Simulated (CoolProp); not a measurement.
Saturation properties of ethylene (Tc = 282.4 K, pc = 5042 kPa, ω = 0.087).

Values from CoolProp's reference Helmholtz-energy equation of state, Smukala 2000.

```tsv
T (K)	p (kPa)	vapour density (kg/m³)	surface tension (mN/m)
162	64.17	1.369	17.6
166.2	83.69	1.750	16.9
170.3	106.9	2.194	16.2
174.4	134.9	2.721	15.5
178.5	168.2	3.338	14.8
182.7	208.5	4.076	14.1
186.8	254.5	4.909	13.4
190.9	307.8	5.865	12.8
195.1	370.6	6.986	12.1
199.2	440.7	8.232	11.4
203.3	520.2	9.642	10.8
207.5	612.2	11.27	10.1
211.6	713.0	13.07	9.45
215.7	825.4	15.08	8.81
219.8	950.2	17.34	8.18
```

It boils at 169.4 K under 1 atm.

Surface tension comes from a separate correlation (Mulero 2012).
